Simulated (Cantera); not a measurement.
Charge: 1 mol Si₂H₆, 11 mol NO, 2 mol N₂, 0.42 mol CO₂, equilibrated at 8.10 mbar.

These are equilibrium values from Cantera (NASA tables, ideal gas, pure condensed phases), not measurements of a reactor. Candidate condensed phases: C, C₆H₆, C₇H₈, C₈H₁₈, H₂O, Si, SiC, SiO₂, Si₂N₂O, Si₃N₄; 151 gas species. The feed counts by its element totals alone. The tables hold silica as quartz up to 1696 K and as liquid above; real silica turns to tridymite and cristobalite and melts near 1996 K. Kinetics and transport are ignored.

### Question
Which condensed phases are stable at each of these points (T (°C)): 952, 1052, 1152, 1252, 1352, 1452, 1552, 1652, 1752?

### Answer
| T (°C) | condensed phases | Si condensed (%) |
|---|---|---|
| 952 | SiO₂(β-quartz) | 100.0 |
| 1052 | SiO₂(β-quartz) | 100.0 |
| 1152 | SiO₂(β-quartz) | 100.0 |
| 1252 | SiO₂(β-quartz) | 100.0 |
| 1352 | SiO₂(β-quartz) | 100.0 |
| 1452 | SiO₂(condensed) | 100.0 |
| 1552 | SiO₂(condensed) | 100.0 |
| 1652 | SiO₂(condensed) | 100.0 |
| 1752 | SiO₂(l) | 99.9 |

From 952 °C to 1352 °C the condensed part is SiO₂(β-quartz). From 1452 °C to 1652 °C the condensed part is SiO₂(condensed). At 1752 °C the condensed part is SiO₂(l).
